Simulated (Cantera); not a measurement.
## Carbothermic reduction: PbO + C + N2

A closed system holds: 1 mol PbO, 1.5 mol C, 0.38 mol N2, equilibrated at 100 Torr.

Method: chemical equilibrium by Gibbs-energy minimisation in Cantera with the NASA 1993 tables (ideal gas, pure condensed phases). Candidate condensed phases: C, Pb, PbO, PbO2, Pb3O4; 27 gas species. The numbers say what is thermodynamically allowed, not how fast it happens.

```tsv
T (K)	log p CO	log p Pb	log p N2	log p Pb2	log p CO2	log p CN	n C(graphite)	n Pb(l)
1348	-1.03	-2.32	-1.45	-6.17	-4.59	-12.48	0.500	0.949
1448	-1.07	-1.84	-1.49	-5.36	-5.10	-11.33	0.500	0.830
1548	-1.16	-1.42	-1.58	-4.66	-5.68	-10.36	0.500	0.440
1648	-1.25	-1.25	-1.67	-4.47	-6.20	-9.51	0.500	0
1748	-1.25	-1.25	-1.67	-4.58	-6.49	-8.72	0.500	0
1848	-1.25	-1.25	-1.67	-4.68	-6.75	-8.02	0.500	0
1948	-1.25	-1.25	-1.67	-4.77	-6.98	-7.39	0.500	0
2048	-1.25	-1.25	-1.67	-4.86	-7.19	-6.82	0.500	0
2148	-1.25	-1.25	-1.67	-4.93	-7.38	-6.30	0.500	0
2248	-1.25	-1.25	-1.67	-5.01	-7.55	-5.84	0.500	0
2348	-1.25	-1.25	-1.67	-5.07	-7.70	-5.41	0.500	0
2448	-1.25	-1.25	-1.67	-5.14	-7.84	-5.01	0.500	0
2548	-1.25	-1.25	-1.67	-5.20	-7.97	-4.65	0.499	0
```
log p: log10 of the partial pressure in bar; n: condensed amount in mol.

From 1348 K to 1548 K the condensed part is C(graphite) + Pb(l). From 1648 K to 2548 K the condensed part is C(graphite). The main Pb-bearing gas is Pb throughout.
